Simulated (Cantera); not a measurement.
Feed: 1 mol Pb, a varied amount of O₂, 7.1 mol N₂, 0.14 mol NH₃, held at 1373 K and 12.0 Torr.

Cantera equilibrium calculation (NASA polynomials, part measured and part estimated; ideal gas, pure solids and liquids). Candidate condensed phases: H₂O, Pb, PbO, PbO₂, Pb₃O₄; 27 gas species. Gases not in the tables: (PbO)n polymers. Rates play no part.

At 0.9 mol O₂, list the 4 most abundant gas species with their mole fractions, and the condensed phases.

N₂ 0.837, PbO 0.0931, O₂ 0.0380, H₂O 0.0245. Condensed: PbO(l).
